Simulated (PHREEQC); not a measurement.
A solution holds 0.045 mol/kgw Ba(NO3)2 and 0.034 mol/kgw Mn(NO3)2, at 25 °C. Closed to the air; pH follows from the charge balance.

The numbers come from PHREEQC with the ion-association model, wateq4f.dat.

This is a speciation only: nothing precipitates in the calculation.

### Question
Estimate the pH.

### Answer
pH 6.26.

### Question
In which forms is Mn present?

### Answer
Mn+2 99 %, Mn(NO3)2 1.3 % of the Mn.

Complexes and solids missing from the database can't appear.
